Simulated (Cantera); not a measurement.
A closed system holds: 1 mol toluene, 1.8 mol H2, 11 mol N2, equilibrated at 2577 °C and 7.50 Torr.

Equilibrium computed with Cantera from the NASA thermochemical tables; the gas is ideal and each condensed phase is pure. Candidate condensed phases: C, C6H6, C7H8, C8H18; 92 gas species. Rates play no part.

Base state: N2 0.518, H 0.314, H2 0.104, HCN 0.0353, CN 0.00946, HNC 0.00589, C3 0.00578, C2H2 (acetylene) 0.00409 (mole fractions); condensed: C(graphite).

Q: What changes in the equilibrium state with this change: temperature from 2577 °C to 2500 °C?

A: 
| species | before | after |
|---|---|---|
| N2 | 0.518 | 0.538 |
| H | 0.314 | 0.273 |
| H2 | 0.104 | 0.135 |
| HCN | 0.0353 | 0.0352 |
| C5 | 6.55e-5 | 1.96e-5 |
| C4 | 1.24e-5 | 3.79e-6 |
| C(graphite), mol | 5.32 | 5.72 |
